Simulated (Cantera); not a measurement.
Charge: 1 mol PbO, 2.8 mol CH4, 0.41 mol H2, equilibrated at 1500 Torr.

Method: chemical equilibrium by Gibbs-energy minimisation in Cantera with the NASA 1993 tables (ideal gas, pure condensed phases). Candidate condensed phases: C, C6H6, C7H8, C8H18, H2O, Pb, PbO, PbO2, Pb3O4; 113 gas species. Equilibrium is a limit: real reactors are often held back by kinetics, nucleation or transport. All values below are at 1900 K.

Base state: H2 0.749, CO 0.125, Pb 0.125, CH4 0.000630, H 0.000486, C2H2 (acetylene) 0.000286, Pb2 0.000185, H2O 3.34e-5 (mole fractions); condensed: C(graphite).

What changes in the equilibrium state with this change: pressure from 1500 Torr to 3.83 Torr?


| species | before | after |
|---|---|---|
| H2 | 0.749 | 0.742 |
| CO | 0.125 | 0.124 |
| Pb | 0.125 | 0.124 |
| H | 0.000486 | 0.00957 |
| CH4 | 0.000630 | 1.58e-6 |
| H2O | 3.34e-5 | 8.38e-8 |
| Pb2 | 0.000185 | 4.69e-7 |
| C2H2 (acetylene) | 0.000286 | 0.000283 |
| C(graphite), mol | 1.79 | 1.80 |

What changes in the equilibrium state with this change: PbO replaced by MgO?


```json
[
 {"species": "H2", "before": "0.749", "after": "0.860"},
 {"species": "CO", "before": "0.125", "after": "0.0693"},
 {"species": "Mg", "before": "0", "after": "0.0681"},
 {"species": "Pb", "before": "0.125", "after": "0"},
 {"species": "MgH", "before": "0", "after": "0.00130"},
 {"species": "Pb2", "before": "0.000185", "after": "0"},
 {"species": "H2O", "before": "3.34e-5", "after": "2.13e-5"},
 {"species": "CH4", "before": "0.000630", "after": "0.000831"},
 {"species": "C(graphite), mol", "before": "1.79", "after": "2.31"},
 {"species": "MgO(s), mol", "before": "0", "after": "0.517"}
]
```
The tables' values for MgH are old estimates; treat these amounts as uncertain. Further candidate phases: Mg, MgCO3, MgO, Mg(OH)2.
